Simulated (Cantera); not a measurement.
# Thermodynamics of metals in furnace atmospheres, feed Ti + CO + O2

Input: 1 mol Ti, 18 mol CO, 2.2 mol O2.

Equilibrium computed with Cantera from the NASA thermochemical tables; the gas is ideal and each condensed phase is pure. Candidate condensed phases: C, Ti, TiC, TiO, TiO2, Ti2O3, Ti3O5, Ti4O7; 15 gas species. The numbers say what is thermodynamically allowed, not how fast it happens.

Stable condensed phases:

```
T in °C \ P in Pa
              10      48     230    1100    5500   26000  130000  620000 3000000
   1750        A       A       A       A       A       A       A       A       A
   1650        A       A       A       A       A       A       A       A       A
   1550        A       A       A       A       A       A       A       A       A
   1450        A       A       A       A       A       A       A       A       A
   1350        A       A       A       A       A       A       A       A       A
   1250        A       A       A       A       A       A       A       A       A
   1150        A       A       A       A       A       A       A       A       A
   1050        A       A       A       A       A       A       A       A       A
    950        A       A       A       A       A       A       A       A       B
    850        A       A       A       A       A       A       A       B       B
    750        A       A       A       A       A       A       B       B       B
    650        A       A       A       A       A       B       B       B       B
    550        A       A       A       B       B       B       B       B       B
    450        A       B       B       B       B       B       B       B       B
```

A: TiO2; B: C + TiO2.
